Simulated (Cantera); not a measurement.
Feed: 1 mol Ti(OiPr)₄, 0.33 mol CH₄, 96 mol H₂, 0.68 mol C₃H₈, at 1050 K and 0.00410 bar.

Method: chemical equilibrium by Gibbs-energy minimisation in Cantera with the NASA 1993 tables (ideal gas, pure condensed phases). Candidate condensed phases: C, C₆H₆, C₇H₈, C₈H₁₈, H₂O, Ti, TiC, TiO, TiO₂, Ti₂O₃, Ti₃O₅, Ti₄O₇; 113 gas species. The feed counts by its element totals alone. Kinetics and transport are ignored.

Base state: H₂ 0.980, CO 0.0202, CH₄ 0.000225, H₂O 1.47e-5 (mole fractions); condensed: C(graphite) + Ti₃O₅(s).

What changes in the equilibrium state with this change: temperature from 1050 K to 2148.15 K?


```json
[
 {"species": "H₂", "before": "0.980", "after": "0.903"},
 {"species": "H", "before": "1.25e-7", "after": "0.0619"},
 {"species": "CO", "before": "0.0202", "after": "0.0330"},
 {"species": "C₂H₂ (acetylene)", "before": "4.05e-9", "after": "0.00173"},
 {"species": "H₂O", "before": "1.47e-5", "after": "8.29e-9"},
 {"species": "CH₄", "before": "0.000225", "after": "9.87e-7"},
 {"species": "C(graphite), mol", "before": "12.0", "after": "8.95"},
 {"species": "Ti₃O₅(s), mol", "before": "0.333", "after": "0"},
 {"species": "TiC(s), mol", "before": "0", "after": "1.000"}
]
```
TiC: taken at fixed stoichiometry.
